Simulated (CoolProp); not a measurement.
Aqueous propylene glycol as a coolant, at 11 °C, 1 atm.

The numbers come from the Melinder's fits for secondary coolants in CoolProp.

```json
[
 {"mass %": "2.4", "freezing point (°C)": "-0.5", "Prandtl number": "10.3", "conductivity (W/(m K))": "0.570", "density (kg/m³)": "1002", "cp (kJ/(kg K))": "4.161"},
 {"mass %": "9.8", "freezing point (°C)": "-2.8", "Prandtl number": "14.2", "conductivity (W/(m K))": "0.532", "density (kg/m³)": "1008", "cp (kJ/(kg K))": "4.070"},
 {"mass %": "17.2", "freezing point (°C)": "-5.8", "Prandtl number": "19.9", "conductivity (W/(m K))": "0.496", "density (kg/m³)": "1015", "cp (kJ/(kg K))": "3.989"},
 {"mass %": "24.6", "freezing point (°C)": "-9.6", "Prandtl number": "28.4", "conductivity (W/(m K))": "0.461", "density (kg/m³)": "1022", "cp (kJ/(kg K))": "[?]"},
 {"mass %": "32", "freezing point (°C)": "-14.1", "Prandtl number": "41.2", "conductivity (W/(m K))": "0.428", "density (kg/m³)": "1030", "cp (kJ/(kg K))": "3.804"},
 {"mass %": "39.4", "freezing point (°C)": "-20.0", "Prandtl number": "[?]", "conductivity (W/(m K))": "0.397", "density (kg/m³)": "[?]", "cp (kJ/(kg K))": "3.688"},
 {"mass %": "46.8", "freezing point (°C)": "-27.9", "Prandtl number": "85.2", "conductivity (W/(m K))": "[?]", "density (kg/m³)": "1043", "cp (kJ/(kg K))": "3.556"}
]
```

### Question
Complete the blanks.

### Answer

- 24.6, cp (kJ/(kg K)): 3.904
- 39.4, Prandtl number: 59.7
- 39.4, density (kg/m³): 1037
- 46.8, conductivity (W/(m K)): 0.367
